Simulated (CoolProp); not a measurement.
Computed with CoolProp (reference Helmholtz-energy equation of state, Lemmon and Jacobsen 2000).

Q: For R143a, give the phase and the Z, cv (kJ/(kg K)), Prandtl number, fugacity coefficient at 94.15 °C and 33.9 bar.

A: 
- 94.15 °C and 33.9 bar: gas; Z 0.675, cv 1.07, Prandtl number 1.00, fugacity coefficient 0.745

Viscosity comes from a separate model (Klein 1997), an estimate that may be off by 10 % or more. Thermal conductivity comes from a separate model (McLinden 2000), an estimate that may be off by 10 % or more.
